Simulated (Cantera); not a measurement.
Cantera with NASA thermochemical tables; ideal gases at 1 bar, condensed phases pure. Values are per mole of reaction as written; species without (g) are pure solids or liquids, kept so even where they would boil at 1 bar.

Mg + Cl2(g) ⇌ MgCl2(g), with ΔH° = -392.5 kJ and ΔS° = 21.4 J/K at 300 K.

**Question.** How far is the shortcut ΔG° ≈ ΔH°(300 K) − T·ΔS°(300 K) from the full temperature-dependent value at 598, 648, 698, 748, 798, 848, 898, 948 K?

**Answer.** 
```csv
T (K),shortcut (kJ),full (kJ),difference (kJ),difference in log10 K,condensed phases
598,-405.3,-405.0,-0.3,0.02,Mg(s)
648,-406.3,-406.0,-0.4,0.03,Mg(s)
698,-407.4,-406.9,-0.5,0.04,Mg(s)
748,-408.5,-407.9,-0.6,0.04,Mg(s)
798,-409.6,-408.8,-0.8,0.05,Mg(s)
848,-410.6,-409.7,-1.0,0.06,Mg(s)
898,-411.7,-410.5,-1.2,0.07,Mg(s)
948,-412.8,-411.2,-1.6,0.09,Mg(l)
```
The shortcut ignores heat capacities and the phase changes listed.
